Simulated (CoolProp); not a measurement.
Vapour-liquid equilibrium of carbon dioxide (1) + R22 (2) at -40.65 °C; x and y are mole fractions of (1).

The numbers come from the multi-fluid Helmholtz-energy mixture model, Span 1996 and Kamei 1995; pair parameters Bell 2016 in CoolProp.

```json
[
 {"x": "0.05", "bubble pressure (bar)": "1.343", "y at the bubble point": "0.270", "dew pressure at overall composition x (bar)": "1.068", "liquid density (mol/L)": "16.62"},
 {"x": "0.125", "bubble pressure (bar)": "1.872", "y at the bubble point": "0.512", "dew pressure at overall composition x (bar)": "1.148", "liquid density (mol/L)": "17.14"},
 {"x": "0.2", "bubble pressure (bar)": "2.449", "y at the bubble point": "0.656", "dew pressure at overall composition x (bar)": "1.241", "liquid density (mol/L)": "17.68"},
 {"x": "0.275", "bubble pressure (bar)": "3.066", "y at the bubble point": "…", "dew pressure at overall composition x (bar)": "1.350", "liquid density (mol/L)": "18.24"},
 {"x": "0.35", "bubble pressure (bar)": "3.713", "y at the bubble point": "0.812", "dew pressure at overall composition x (bar)": "1.481", "liquid density (mol/L)": "18.83"},
 {"x": "0.425", "bubble pressure (bar)": "4.381", "y at the bubble point": "0.858", "dew pressure at overall composition x (bar)": "1.639", "liquid density (mol/L)": "19.45"},
 {"x": "0.5", "bubble pressure (bar)": "5.064", "y at the bubble point": "0.892", "dew pressure at overall composition x (bar)": "1.836", "liquid density (mol/L)": "20.10"},
 {"x": "0.575", "bubble pressure (bar)": "5.757", "y at the bubble point": "0.918", "dew pressure at overall composition x (bar)": "2.088", "liquid density (mol/L)": "20.78"},
 {"x": "0.65", "bubble pressure (bar)": "6.456", "y at the bubble point": "0.939", "dew pressure at overall composition x (bar)": "2.421", "liquid density (mol/L)": "…"},
 {"x": "0.725", "bubble pressure (bar)": "7.159", "y at the bubble point": "0.956", "dew pressure at overall composition x (bar)": "2.883", "liquid density (mol/L)": "22.26"},
 {"x": "0.8", "bubble pressure (bar)": "7.867", "y at the bubble point": "0.970", "dew pressure at overall composition x (bar)": "3.569", "liquid density (mol/L)": "23.06"},
 {"x": "0.875", "bubble pressure (bar)": "8.583", "y at the bubble point": "0.983", "dew pressure at overall composition x (bar)": "4.699", "liquid density (mol/L)": "…"},
 {"x": "0.95", "bubble pressure (bar)": "9.312", "y at the bubble point": "0.993", "dew pressure at overall composition x (bar)": "6.890", "liquid density (mol/L)": "24.80"}
]
```

Problem. Fill in the missing entries.

Solution. 
- 0.275, y at the bubble point: 0.748
- 0.65, liquid density (mol/L): 21.50
- 0.875, liquid density (mol/L): 23.90

No azeotrope shows between x = 0.05 and 0.95.

Pair parameters are fitted to limited data, so mixtures are less certain than the pure fluids.
